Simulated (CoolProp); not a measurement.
R1224YDZ at 298.15 K and 0.0909 MPa is compressed adiabatically to 0.389 MPa with isentropic efficiency 0.75. Each further row changes one setting.

The numbers come from the reference Helmholtz-energy equation of state, Akasaka 2023 in CoolProp.

| case | work (kJ/kg) | final temperature (K) | final density (kg/m³) |
|---|---|---|---|
| as stated | (withheld) | (withheld) | 22.4 |
| efficiency 1 | (withheld) | (withheld) | (withheld) |
| efficiency 0.65 | 37.0 | (withheld) | (withheld) |

**Question.** What belongs in the gaps?

**Answer.** 
- as stated, work (kJ/kg): 32.0
- as stated, final temperature (K): 343.9
- efficiency 1, work (kJ/kg): 24.0
- efficiency 1, final temperature (K): 335.1
- efficiency 1, final density (kg/m³): 23.2
- efficiency 0.65, final temperature (K): 349.3
- efficiency 0.65, final density (kg/m³): 21.9
